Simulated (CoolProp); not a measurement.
Vapour-liquid equilibrium of C2F6 (R116) (1) + propane (2) at 240.6 K; x and y are mole fractions of (1).

Computed with CoolProp (multi-fluid Helmholtz-energy mixture model, Lemmon 2006 and Lemmon 2009; pair parameters Bell 2016).

```json
[
 {"x": "0.05", "bubble pressure, mixture model (bar)": "3.098", "bubble pressure, Raoult's law (bar)": "1.791", "y, mixture model": "0.510", "y, Raoult's law": "0.196"},
 {"x": "0.15", "bubble pressure, mixture model (bar)": "4.833", "bubble pressure, Raoult's law (bar)": "2.340", "y, mixture model": "0.692", "y, Raoult's law": "0.449"},
 {"x": "0.25", "bubble pressure, mixture model (bar)": "5.546", "bubble pressure, Raoult's law (bar)": "2.889", "y, mixture model": "0.738", "y, Raoult's law": "0.606"},
 {"x": "0.35", "bubble pressure, mixture model (bar)": "5.853", "bubble pressure, Raoult's law (bar)": "3.438", "y, mixture model": "0.757", "y, Raoult's law": "0.713"},
 {"x": "0.45", "bubble pressure, mixture model (bar)": "6.038", "bubble pressure, Raoult's law (bar)": "3.987", "y, mixture model": "0.770", "y, Raoult's law": "0.791"},
 {"x": "0.55", "bubble pressure, mixture model (bar)": "6.213", "bubble pressure, Raoult's law (bar)": "4.535", "y, mixture model": "0.785", "y, Raoult's law": "0.850"},
 {"x": "0.65", "bubble pressure, mixture model (bar)": "6.410", "bubble pressure, Raoult's law (bar)": "5.084", "y, mixture model": "0.807", "y, Raoult's law": "0.896"},
 {"x": "0.75", "bubble pressure, mixture model (bar)": "6.624", "bubble pressure, Raoult's law (bar)": "5.633", "y, mixture model": "0.840", "y, Raoult's law": "0.933"},
 {"x": "0.85", "bubble pressure, mixture model (bar)": "6.825", "bubble pressure, Raoult's law (bar)": "6.182", "y, mixture model": "0.888", "y, Raoult's law": "0.963"},
 {"x": "0.95", "bubble pressure, mixture model (bar)": "6.971", "bubble pressure, Raoult's law (bar)": "6.731", "y, mixture model": "0.956", "y, Raoult's law": "0.989"}
]
```

The largest gap from Raoult's law is +106.5 % in bubble pressure, at x = 0.15. No azeotrope shows between x = 0.05 and 0.95.

The pair parameters rest on a limited set of measurements; away from them the model extrapolates. With so large a gap from Raoult's law the liquid may split in two, which this calculation doesn't test in full.
